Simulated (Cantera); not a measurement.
Input: 1 mol Si₂Cl₆, 16 mol NH₃, equilibrated at 825 °C and 40000 Pa.

Equilibrium computed with Cantera from the NASA thermochemical tables; the gas is ideal and each condensed phase is pure. Candidate condensed phases: NH₄Cl, Si, Si₃N₄; 28 gas species. The feed counts by its element totals alone. Equilibrium is a limit: real reactors are often held back by kinetics, nucleation or transport.

Base state: H₂ 0.626, N₂ 0.199, HCl 0.174, SiCl₄ 0.00106, SiHCl₃ 5.58e-5, NH₃ 2.84e-5 (mole fractions); condensed: Si₃N₄(s).

Question: What changes in the equilibrium state with this change: pressure from 40000 Pa to 13300 Pa?

Answer: 
```json
[
 {"species": "H₂", "before": "0.626", "after": "0.625"},
 {"species": "N₂", "before": "0.199", "after": "0.199"},
 {"species": "HCl", "before": "0.174", "after": "0.175"},
 {"species": "SiCl₄", "before": "0.00106", "after": "0.000761"},
 {"species": "NH₃", "before": "2.84e-5", "after": "9.44e-6"},
 {"species": "SiHCl₃", "before": "5.58e-5", "after": "3.96e-5"},
 {"species": "Si₃N₄(s), mol", "before": "0.654", "after": "0.658"}
]
```

Question: What changes in the equilibrium state with this change: pressure from 40000 Pa to 480 Pa?

Answer: 
| species | before | after |
|---|---|---|
| H₂ | 0.626 | 0.624 |
| N₂ | 0.199 | 0.198 |
| HCl | 0.174 | 0.177 |
| SiCl₄ | 0.00106 | 0.000264 |
| NH₃ | 2.84e-5 | 3.38e-7 |
| SiHCl₃ | 5.58e-5 | 1.36e-5 |
| SiCl₃ | 6.11e-6 | 1.36e-5 |
| Si₃N₄(s), mol | 0.654 | 0.663 |
The tables' values for SiCl₃ are old estimates; treat these amounts as uncertain.
